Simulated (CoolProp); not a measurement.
Vapour-liquid equilibrium of propylene (1) + isobutane (2) at 196.7 K; x and y are mole fractions of (1).

Values from CoolProp's multi-fluid Helmholtz-energy mixture model, Lemmon 2013 and Bücker 2006; pair parameters Bell 2016.

| x | bubble pressure (bar) | y at the bubble point | dew pressure at overall composition x (bar) | liquid density (mol/L) |
|---|---|---|---|---|
| 0.05 | 0.04421 | 0.354 | 0.03131 | 11.52 |
| 0.2 | 0.06760 | 0.624 | 0.03660 | 12.00 |
| 0.35 | 0.08386 | 0.737 | 0.04396 | 12.54 |
| 0.5 | 0.1034 | 0.833 | 0.05469 | 13.12 |
| 0.65 | 0.1309 | 0.916 | 0.07092 | 13.74 |
| 0.8 | 0.1675 | 0.971 | 0.09577 | 14.40 |
| 0.95 | 0.2073 | 0.996 | 0.1499 | 15.09 |

No azeotrope shows between x = 0.05 and 0.95.

The pair parameters rest on a limited set of measurements; away from them the model extrapolates. The gap from Raoult's law changes sign with composition, which may be real or a fault of the pair parameters; it wasn't checked against measurements.
